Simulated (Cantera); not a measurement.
Feed: 1 mol Si, 0.76 mol H2O, a varied amount of H2, 1 mol N2O, held at 1475 °C and 75.0 Torr.

Cantera equilibrium calculation (NASA polynomials, part measured and part estimated; ideal gas, pure solids and liquids). Candidate condensed phases: H2O, Si, SiO2, Si2N2O, Si3N4; 35 gas species. Mutual solubility and eutectic melting of coexisting phases are not modelled. The tables hold silica as quartz up to 1696 K and as liquid above; real silica turns to tridymite and cristobalite and melts near 1996 K. Rates play no part.

Problem. At 4.8 mol H2, list the 5 most abundant gas species with their mole fractions, and the condensed phases.

Solution. H2 0.827, N2 0.146, SiO 0.0266, H 0.000658, H2O 0.000241. Condensed: SiO2(condensed) + Si2N2O(s).
